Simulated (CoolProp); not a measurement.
Aqueous ammonia as a coolant, 17 % by mass, freezing at -28.0 °C, 1 atm.

Model: Melinder's fits for secondary coolants, in CoolProp.

```
T (°C)  cp (kJ/(kg K))  viscosity (mPa s)  density (kg/m³)  conductivity (W/(m K))
------  --------------  -----------------  ---------------  ----------------------
-17              4.256               4.12            945.0                   0.429
-13.1            4.249               3.49            944.1                   0.436
-9.2             4.242                [?]            943.1                   0.443
-5.4             4.235                [?]            942.1                   0.449
-1.5             4.229               2.30            940.9                   0.456
2.4              4.224               2.03            939.6                   0.462
6.2              4.219                [?]            938.3                   0.469
10.1             4.214               1.62            936.8                     [?]
14               4.210               1.46            935.3                   0.482
17.8             4.207               1.32            933.7                   0.488
21.7             4.203               1.19            932.0                   0.495
25.6             4.201               1.07            930.2                   0.502
```

Task: What belongs in the gaps?

Result: 
- -9.2, viscosity (mPa s): 3.00
- -5.4, viscosity (mPa s): 2.62
- 6.2, viscosity (mPa s): 1.82
- 10.1, conductivity (W/(m K)): 0.475
